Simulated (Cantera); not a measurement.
Feed: 1 mol C₂F₆, a varied amount of F₂, equilibrated at 1025 °C and 75.0 Torr.

Equilibrium computed with Cantera from the NASA thermochemical tables; the gas is ideal and each condensed phase is pure. Candidate condensed phases: C; 13 gas species. The feed counts by its element totals alone. Gases not in the tables: C₂F₆ and larger saturated fluorocarbons. Rates play no part.

**Question.** What share of the C ends up in condensed phases as a function of n(F₂) (mol), at 0.3, 0.42, 0.61, 0.88, 1.3, 1.8, 2.6?

**Answer.** 
```csv
n(F₂) (mol),C condensed (%),as
0.3,17.5,C(graphite)
0.42,14.5,C(graphite)
0.61,9.7,C(graphite)
0.88,3.0,C(graphite)
1.3,0.0,-
1.8,0.0,-
2.6,0.0,-
```
